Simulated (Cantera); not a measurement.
Charge: 1 mol AlBr3, 88 mol NH3, 2.2 mol N2, at 2100 K and 69000 Pa.

Equilibrium computed with Cantera from the NASA thermochemical tables; the gas is ideal and each condensed phase is pure. Candidate condensed phases: Al, AlBr3, AlN, Br2; 19 gas species. Equilibrium is a limit: real reactors are often held back by kinetics, nucleation or transport.

Base state: H2 0.724, N2 0.256, HBr 0.0102, AlBr 0.00544, H 0.00319, Br 0.000893, Al 7.35e-5, AlH 1.18e-5 (mole fractions); condensed: gas only.

Q: What changes in the equilibrium state with this change: AlBr3 replaced by Al(CH3)3?

A: 
| species | before | after |
|---|---|---|
| H2 | 0.724 | 0.740 |
| N2 | 0.256 | 0.246 |
| HCN | 0 | 0.00914 |
| HBr | 0.0102 | 0 |
| Al | 7.35e-5 | 0.000439 |
| AlBr | 0.00544 | 0 |
| C2H2 (acetylene) | 0 | 0.00107 |
| AlN(s), mol | 0 | 0.907 |
| C(graphite), mol | 0 | 0.801 |
The feed counts by its element totals alone. Further candidate phases: C, C6H6, C7H8, C8H18.
